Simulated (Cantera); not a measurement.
Charge: 1 mol Si₂Cl₆, 0.45 mol N₂, held at 777 °C and 13.3 mbar.

Equilibrium computed with Cantera from the NASA thermochemical tables; the gas is ideal and each condensed phase is pure. Candidate condensed phases: Si, Si₃N₄; 13 gas species. The feed counts by its element totals alone. N₂ is the only nitrogen source here; it is nearly inert below about 1500 K, so the nitride shown seldom forms there in practice. The tables' values for SiCl₃ are old estimates; treat these amounts as uncertain. Rates play no part.

Base state: SiCl₄ 0.925, N₂ 0.0725, SiCl₃ 0.00208, SiCl₂ 8.44e-5 (mole fractions); condensed: Si₃N₄(s).

Q: What changes in the equilibrium state with this change: Si₂Cl₆ replaced by trisilylamine?

A: 
| species | before | after |
|---|---|---|
| H₂ | 0 | 1.00 |
| N₂ | 0.0725 | 1.04e-8 |
| SiCl₄ | 0.925 | 0 |
| SiCl₃ | 0.00208 | 0 |
| SiCl₂ | 8.44e-5 | 0 |
| Si₃N₄(s), mol | 0.166 | 0.475 |
| Si(s), mol | 0 | 1.57 |
Mutual solubility and eutectic melting of coexisting phases are not modelled.
